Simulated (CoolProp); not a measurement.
Diethyl ether along the isobar 15.7 MPa: Z from the reference equation and from simpler models built on Tc = 467.9 K, pc = 3.717 MPa, ω = 0.282; each cubic takes its own stable root.

Model: reference Helmholtz-energy equation of state, Thol 2014, in CoolProp.

```csv
T (K),phase,reference
458.4,liquid,0.5641
465.9,liquid,0.5658
473.4,supercritical,0.5680
480.8,supercritical,0.5707
488.3,supercritical,0.5740
495.8,supercritical,0.5780
503.2,supercritical,0.5826
510.7,supercritical,0.5878
518.1,supercritical,0.5937
525.6,supercritical,0.6003
533.1,supercritical,0.6076
540.5,supercritical,0.6155
548,supercritical,0.6241
```

### Question
How far does each simpler model (van der Waals, Peng-Robinson) lie from the reference over these 13 states: mean and median of the absolute difference, and the worst?

### Answer
- van der Waals: mean 31.3 %, median 31.7 %, worst +40.2 % at 458.4 K and 15.7 MPa
- Peng-Robinson: mean 1.4 %, median 1.4 %, worst -2.5 % at 458.4 K and 15.7 MPa
